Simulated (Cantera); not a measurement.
What does this Cantera script print?

```python
import numpy as np
import cantera as ct

gas_names = [...]  # 87 gases of nasa_gas.yaml made of C, H, Si
cond_names = """
    C(gr) C6H6(L) C7H8(L) C8H18(L),n-octa Si(cr) Si(L) SiC(b)
""".split()


# ... load() reads the species with a 1 bar reference pressure and builds the phases ...
atoms = {
    'Si(CH3)4': {'Si': 1, 'C': 4, 'H': 12},
    'CH4': {'C': 1, 'H': 4},
    'H2': {'H': 2},
}
top_T = {'C(gr)': 4500, 'SiC(b)': 3050}  # K; cautious upper limits of use, not melting points


# ... equilibrate(T, P, feed) seeds the gas with the atoms and calls Mixture.equilibrate('TP', solver="vcs", rtol=1e-11, max_steps=5000) ...
results = []
feed = {'Si(CH3)4': 1, 'CH4': 0.11, 'H2': 1400}  # mol
T = 950  # K
P = 3200  # Pa
mix = equilibrate(T, P, feed)
results.append((T, P, feed, dict(zip(mix.species_names, mix.species_moles))))
print(gas.report(threshold=0.001))
for i in range(1, mix.n_phases):
    print(f"{mix.phase(i).name:16s} {mix.phase_moles(i):12.5e} mol")
```

Result:

```
       temperature   950 K
          pressure   3200 Pa
           density   0.00082933 kg/m^3
  mean mol. weight   2.0471 kg/kmol
   phase of matter   gas

                          1 kg             1 kmol
                     ---------------   ---------------
          enthalpy        9.3054e+06        1.9049e+07  J
   internal energy        5.4469e+06         1.115e+07  J
           entropy             94581        1.9362e+05  J/K
    Gibbs function       -8.0547e+07       -1.6489e+08  J
 heat capacity c_p             14752             30199  J/K
 heat capacity c_v             10691             21885  J/K

                      mass frac. Y      mole frac. X     chem. pot. / RT
                     ---------------   ---------------   ---------------
               CH4          0.017371         0.0022165           -43.978
                H2           0.98263           0.99778           -20.824
     [  +85 minor]        4.5996e-08        6.3678e-09

C(gr)             0.00000e+00 mol
Si(cr)            0.00000e+00 mol
SiC(b)            1.00000e+00 mol
```

These are equilibrium values from Cantera (NASA tables, ideal gas, pure condensed phases), not measurements of a reactor.
